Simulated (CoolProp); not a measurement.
The numbers come from the reference Helmholtz-energy equation of state, Thol 2017 in CoolProp.

Task: Give the vapour pressure (MPa), vapour density (kg/m³), enthalpy of vaporisation (kJ/kg), liquid cp (kJ/(kg K)) of saturated octamethyltrisiloxane (MDM) at 484.7, 489.3 K.

Result: 
| T (K) | p (MPa) | vapour density (kg/m³) | enthalpy of vaporisation (kJ/kg) | liquid cp (kJ/(kg K)) |
|---|---|---|---|---|
| 484.7 | 0.379 | 27.6 | 122 | 2.30 |
| 489.3 | 0.414 | 30.3 | 119 | 2.32 |
